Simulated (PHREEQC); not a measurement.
Make-up at 5.2 °C: 20 mmol/kgw CuSO4, 0.073 mmol/kgw HNO3 and 27 mmol/kgw FeCl3. Closed to the air; pH follows from the charge balance.

Computed with PHREEQC (ion-association model, phreeqc.dat).

Q: The ionic strength comes out as 0.141 mol/kgw. What activity coefficients do Fe(OH)2+, H+, FeOH+2, FeSO4+, CuCl+ get?

A: Fe(OH)2+ 0.77, H+ 0.82, FeOH+2 0.35, FeSO4+ 0.77, CuCl+ 0.75.

Precipitation was switched off in this run. Saturation is exceeded, for instance for Hematite (slow to form), Goethite (slow to form); the values hold only as long as no solid forms. Away from 25 °C the constants follow the database's enthalpies or fits; those with neither stay at their 25 °C values.
